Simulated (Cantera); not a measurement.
## Abatement and gas-phase synthesis: N2O + H2O + O2

Charge: 1 mol N2O, 0.57 mol H2O, 7.9 mol O2, at 1700 °C.

Equilibrium computed with Cantera from the NASA thermochemical tables; the gas is ideal and each condensed phase is pure. Candidate condensed phases: H2O; 24 gas species. The ideal-gas law is rough above about 30 bar. The numbers say what is thermodynamically allowed, not how fast it happens.

```tsv
P (Pa)	log p O2	log p N2	log p H2O	log p O	log p OH
10	-4.10	-5.02	-5.36	-5.32	-5.78
84	-3.16	-4.09	-4.37	-4.85	-5.06
710	-2.23	-3.16	-3.42	-4.38	-4.34
6000	-1.30	-2.23	-2.48	-3.91	-3.64
50000	-0.38	-1.31	-1.55	-3.45	-2.95
420000	0.55	-0.39	-0.62	-2.99	-2.25
3600000	1.48	0.55	0.31	-2.53	-1.55
30000000	2.40	1.47	1.23	-2.06	-0.86
```
log p: log10 of the partial pressure in bar; nothing condenses.

From 0.0750 Torr to 225000 Torr nothing is condensed.
